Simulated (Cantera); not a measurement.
Charge: 1 mol SiO2, 8.5 mol HBr, equilibrated at 0.133 bar.

These are equilibrium values from Cantera (NASA tables, ideal gas, pure condensed phases), not measurements of a reactor. Candidate condensed phases: Br2, H2O, Si, SiO2; 28 gas species. The tables' values for SiBr3 are old estimates; treat these amounts as uncertain. The tables hold silica as quartz up to 1696 K and as liquid above; real silica turns to tridymite and cristobalite and melts near 1996 K. Equilibrium is a limit: real reactors are often held back by kinetics, nucleation or transport.

At 1350 °C, list the 7 most abundant gas species with their mole fractions, and the condensed phases.

HBr 0.903, Br 0.0619, H2 0.0326, Br2 0.00170, H2O 0.000458, SiBr4 0.000151, SiBr2 4.28e-5. Condensed: SiO2(β-quartz).
